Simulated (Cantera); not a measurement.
## Si3N4 + Cl2 (nitride etching)

A closed system holds: 1 mol Si3N4, 20 mol Cl2, at 1377 °C and 93.0 Pa.

These are equilibrium values from Cantera (NASA tables, ideal gas, pure condensed phases), not measurements of a reactor. Candidate condensed phases: Si, Si3N4; 13 gas species. The tables' values for SiCl3 are old estimates; treat these amounts as uncertain. The numbers say what is thermodynamically allowed, not how fast it happens.

```
Item                                 Result
--------------------------------  ---------
x(Cl)                                 0.816
x(SiCl4)                             0.0891
x(N2)                                0.0621
x(Cl2)                               0.0288
x(SiCl3)                            0.00367
x(SiCl2)                           0.000331
gas amount                        32.21 mol
log10 activity of Si(s) (absent)      -9.12
```
